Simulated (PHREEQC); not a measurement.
# Alkaline etch or developer (model solution)

A solution holds 0.031 mol TMAH, 0.0015 mol K2SiO3 and 0.16 mol (CH3)4NCl per kg of water, at 25 °C. Closed to the air; pH follows from the charge balance.

Equilibrium calculation in PHREEQC: ion-association model, wateq4f.dat.

```
Property                  Result
-----------------  -------------
pH                         12.36
ionic strength     0.194 mol/kgw
activity of water          0.993
total alkalinity     34.0 meq/kg
```

| species | molality | activity | log γ |
|---|---|---|---|
| (CH3)4N+ | 0.191 | 0.138 | -0.142 |
| Cl- | 0.160 | 0.114 | -0.146 |
| OH- | 0.0321 | 0.0228 | -0.149 |
| K+ | 0.00300 | 0.00214 | -0.146 |
| H3SiO4- | 0.00110 | 0.000794 | -0.142 |
| H2SiO4-2 | 0.000395 | 0.000124 | -0.505 |
| H4SiO4 | 2.25e-6 | 2.35e-6 | 0.019 |

Precipitation was switched off in this run. (CH3)4N+ isn't in the database: it is added as a free cation with an ion size of 4 Å.
